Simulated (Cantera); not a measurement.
Charge: 1 mol Fe(CO)₅, 0.063 mol O₂, 46 mol N₂, at 0.0240 bar.

These are equilibrium values from Cantera (NASA tables, ideal gas, pure condensed phases), not measurements of a reactor. Candidate condensed phases: C, Fe, Fe(CO)₅, FeO, Fe₂O₃, Fe₃O₄; 27 gas species. Condensed phases not in the tables: cementite and carbon dissolved in iron. Kinetics and transport are ignored.

log p: log10 of the partial pressure in bar; n: condensed amount in mol.

```tsv
T (K)	log p N₂	log p CO	log p CO₂	log p Fe	log p FeO	log p NO	n C(graphite)	n Fe(α)	n Fe(γ)
823	-1.66	-2.69	-3.70	<-13	<-13	<-13	0.291	1.00	0
923	-1.66	-2.64	-4.23	<-13	<-13	<-13	0	1.00	0
1023	-1.66	-2.64	-4.23	-13.35	<-13	<-13	0	1.00	0
1123	-1.66	-2.64	-4.23	-11.51	<-13	<-13	0	1.00	0
1223	-1.66	-2.64	-4.23	…	<-13	…	0	0	1.00
1323	-1.66	-2.64	-4.23	…	…	…	0	0	1.000
1423	-1.66	-2.64	-4.23	-7.57	-11.36	-10.95	0	0	1.000
1523	-1.66	-2.64	-4.23	-6.61	-10.13	-10.06	0	0	0.999
1623	-1.66	-2.64	-4.23	-5.78	-9.06	-9.27	0	0	0.996
```

Question: Some entries are withheld; supply them.

Answer: 
- 1223, log p Fe: -9.98
- 1223, log p NO: -13.19
- 1323, log p Fe: -8.68
- 1323, log p FeO: -12.78
- 1323, log p NO: -11.99
